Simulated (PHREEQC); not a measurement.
Synthetic water in mg/kgw, 95 °C, pH 6.8:

```csv
constituent,mg/kgw
Na,9630
K,2080
Ca,160
Mg,1570
Cl,15500
S(6) as SO4,7430
Alkalinity as HCO3,17.9
```

Valence states are taken as typed.

All values are PHREEQC results (Pitzer model, pitzer.dat), not measurements.

Each row changes one thing in this solution. No solid was allowed to form.

```json
[
 {"case": "as made", "HCO3- (mol/kgw)": "0.000268", "CO2 (mol/kgw)": "4.88e-5", "MgOH+ (mol/kgw)": "1.63e-5", "MgCO3 (mol/kgw)": "1.34e-6", "HSO4- (mol/kgw)": "1.17e-6", "CO3-2 (mol/kgw)": "8.89e-7", "SI of Gypsum (CaSO4:2H2O)": "-0.70", "SI of Magnesite (MgCO3)": "-1.23"},
 {"case": "pH from 6.8 to 6.3 at the same alkalinity", "HCO3- (mol/kgw)": "___", "CO2 (mol/kgw)": "0.000167", "MgOH+ (mol/kgw)": "5.16e-6", "MgCO3 (mol/kgw)": "4.56e-7", "HSO4- (mol/kgw)": "3.71e-6", "CO3-2 (mol/kgw)": "3.03e-7", "SI of Gypsum (CaSO4:2H2O)": "-0.70", "SI of Magnesite (MgCO3)": "-1.70"},
 {"case": "pH from 6.8 to 6.5 at the same alkalinity", "HCO3- (mol/kgw)": "0.000283", "CO2 (mol/kgw)": "0.000103", "MgOH+ (mol/kgw)": "8.18e-6", "MgCO3 (mol/kgw)": "7.07e-7", "HSO4- (mol/kgw)": "2.34e-6", "CO3-2 (mol/kgw)": "4.70e-7", "SI of Gypsum (CaSO4:2H2O)": "-0.70", "SI of Magnesite (MgCO3)": "-1.51"},
 {"case": "S(6) from 7430 to 14900 mg/kgw", "HCO3- (mol/kgw)": "0.000270", "CO2 (mol/kgw)": "4.77e-5", "MgOH+ (mol/kgw)": "1.56e-5", "MgCO3 (mol/kgw)": "1.08e-6", "HSO4- (mol/kgw)": "2.26e-6", "CO3-2 (mol/kgw)": "9.49e-7", "SI of Gypsum (CaSO4:2H2O)": "-0.55", "SI of Magnesite (MgCO3)": "-1.32"},
 {"case": "Alkalinity from 17.9 to 53.7 mg/kgw", "HCO3- (mol/kgw)": "0.000845", "CO2 (mol/kgw)": "0.000154", "MgOH+ (mol/kgw)": "1.63e-5", "MgCO3 (mol/kgw)": "___", "HSO4- (mol/kgw)": "1.17e-6", "CO3-2 (mol/kgw)": "2.80e-6", "SI of Gypsum (CaSO4:2H2O)": "-0.70", "SI of Magnesite (MgCO3)": "-0.73"}
]
```

**Question.** Fill in the missing entries.

**Answer.** 
- pH from 6.8 to 6.3 at the same alkalinity, HCO3- (mol/kgw): 0.000289
- Alkalinity from 17.9 to 53.7 mg/kgw, MgCO3 (mol/kgw): 4.22e-6

Complexes and solids missing from the database can't appear. Constants without temperature data keep their 25 °C values here.
